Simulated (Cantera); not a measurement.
Input (Python, Cantera) and output of one run.

```python
import numpy as np
import cantera as ct

gas_names = """
    B BCL BCLF BCL2 BCL3 BF BF2 BF3 BH BHF2 BH2 BH3 BN B2 CL CLF CLF3 CL2 F F2 H HCL HF H2 H2F2 H3F3
    H4F4 H5F5 H6F6 H7F7 N NF NF2 NF3 NH NH2 NH3 N2 N2H2 N2H4
""".split()
cond_names = """
    B(b) B(L) BN(s) NH4CL(a) NH4CL(b)
""".split()


def load(file, names, dense=False):
    # The tables refer to 1 bar. Condensed volumes are neglected.
    table = {s.name: s for s in ct.Species.list_from_file(file)}
    out = []
    for n in names:
        d = dict(table[n].input_data)
        d["thermo"] = dict(d["thermo"], **{"reference-pressure": 1e5})
        if dense:
            d["equation-of-state"] = {"model": "constant-volume", "density": "1e6 g/cm^3"}
        out.append(ct.Species.from_dict(d))
    return out


gas = ct.Solution(thermo="ideal-gas", species=load("nasa_gas.yaml", gas_names))
cond = {s.name: ct.Solution(thermo="fixed-stoichiometry", species=[s], name=s.name)
        for s in load("nasa_condensed.yaml", cond_names, dense=True)}
atoms = {
    'BN': {'B': 1, 'N': 1},
    'HF': {'H': 1, 'F': 1},
    'N2': {'N': 2},
    'Cl2': {'CL': 2},
}
top_T = {'BN(s)': 3200}  # K; cautious upper limits of use, not melting points


def equilibrate(T, P, feed):
    n = {}
    for name, mol in feed.items():
        for a, k in atoms[name].items():
            n[a] = n.get(a, 0.0) + k * mol
    gas.TPX = T, P, n
    mass = sum(n.values()) * gas.mean_molecular_weight
    gas.equilibrate("TP")
    valid = [c for c in cond.values() if c.min_temp <= T <= top_T.get(c.name, c.max_temp)]
    mix = ct.Mixture([(gas, mass / gas.mean_molecular_weight)] + [(c, 0.0) for c in valid])
    mix.T, mix.P = T, P
    mix.equilibrate("TP", solver="vcs", rtol=1e-11, max_steps=5000)
    return mix


results = []
feed = {'BN': 1, 'HF': 11, 'N2': 80, 'Cl2': 2.9}  # mol
T = 1848  # K
P = 6.3  # Pa
mix = equilibrate(T, P, feed)
results.append((T, P, feed, dict(zip(mix.species_names, mix.species_moles))))
x = sorted(zip(gas.X, gas.species_names), reverse=True)
print(f"T = {T:g} K  P = {P:g} Pa  gas = {mix.phase_moles(0):.4g} mol")
print("   x: " + "  ".join(f"{s} {v:.3e}" for v, s in x if v > 1e-05))
print("   condensed (mol): " + ("  ".join(f"{mix.phase(i).name} {mix.phase_moles(i):.4g}"
      for i in range(1, mix.n_phases) if mix.phase_moles(i) > 1e-12) or "none"))
```

It prints:

```
T = 1848 K  P = 6.3 Pa  gas = 95.81 mol
   x: N2 8.402e-01  HF 8.524e-02  CL 3.578e-02  HCL 2.475e-02  BF3 8.863e-03  H 2.346e-03  BF2 1.368e-03  H2 1.234e-03  BF 2.036e-04  F 3.417e-05
   condensed (mol): none
```

Cantera equilibrium calculation (NASA polynomials, part measured and part estimated; ideal gas, pure solids and liquids). The tables' values for BF2 are old estimates; treat these amounts as uncertain.
